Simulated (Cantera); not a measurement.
An isothermal, constant-pressure homogeneous reactor starts with 27.8 % CH4, 72.2 % H2, at 1725 K and 140 Pa.

Detailed kinetics in Cantera: GRI-Mech 3.0 (53 species, 325 reactions). GRI-Mech 3.0 stops at C3 and has no aromatics, soot or wall deposition, so with more carbon than oxygen in the feed, carbon stays in small species such as C2H2 where larger ones or solid carbon would form. Radical loss at walls, strong at low pressure, is not modelled.

x: mole fraction; the columns are a selection and need not sum to one.

```tsv
t (s)	x CH4	x H2	x H	x C2H4	x CH3	x C2H6	x CH2
8.00e-5	0.278	0.722	7.45e-7	<1e-12	?	<1e-12	<1e-12
0.000278	0.278	0.722	1.57e-6	5.17e-12	?	1.32e-12	2.79e-12
0.000969	0.278	0.722	3.74e-6	5.63e-10	?	1.07e-10	6.34e-11
0.00337	0.278	0.722	1.13e-5	3.53e-8	?	5.39e-9	1.07e-9
0.0117	0.277	0.722	3.75e-5	1.66e-6	?	1.63e-7	1.41e-8
0.0409	0.276	0.722	0.000131	6.80e-5	?	2.85e-6	1.62e-7
0.142	0.266	0.727	0.000506	0.00199	?	3.29e-5	1.68e-6
0.495	0.156	0.792	0.00121	0.00300	?	3.95e-5	3.85e-6
1.72	0.0526	0.857	0.00151	0.000384	?	5.57e-6	2.29e-6
6.00	0.0111	0.882	0.00223	3.11e-5	?	3.80e-7	1.28e-6
```

### Question
Some entries are withheld; supply them.

### Answer

- 8.00e-5, x CH3: 1.45e-6
- 0.000278, x CH3: 6.08e-6
- 0.000969, x CH3: 2.29e-5
- 0.00337, x CH3: 8.14e-5
- 0.0117, x CH3: 0.000285
- 0.0409, x CH3: 0.001000
- 0.142, x CH3: 0.00366
- 0.495, x CH3: 0.00471
- 1.72, x CH3: 0.00186
- 6.00, x CH3: 0.000566
